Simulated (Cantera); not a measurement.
An isothermal, constant-pressure homogeneous reactor starts with CH4 : CO2 = 1 : 1.1 (molar parts), at 1850 K and 91000 Pa. Integrator tolerance rtol = 1e-08.

Model: GRI-Mech 3.0 (53 species, 325 reactions), integrated in Cantera.

Question: What does this change do: temperature 1850 to 1550 K?

Answer: 
```tsv
quantity	before	after
x(CH4) at 5.00 s	0.000189 (gas-phase equilibrium 3.23e-7)	0.0296 (gas-phase equilibrium 5.95e-6)
x(CO2) at 5.00 s	0.00526 (gas-phase equilibrium 0.00518)	0.0598 (gas-phase equilibrium 0.00678)
x(C2H) at 5.00 s	6.74e-10 (gas-phase equilibrium <1e-12)	9.69e-9 (gas-phase equilibrium <1e-12)
x(CH2O) at 5.00 s	9.06e-8 (gas-phase equilibrium 8.91e-8)	2.58e-7 (gas-phase equilibrium 9.39e-8)
x(C2H6) at 5.00 s	5.82e-10 (gas-phase equilibrium <1e-12)	8.95e-6 (gas-phase equilibrium <1e-12)
```
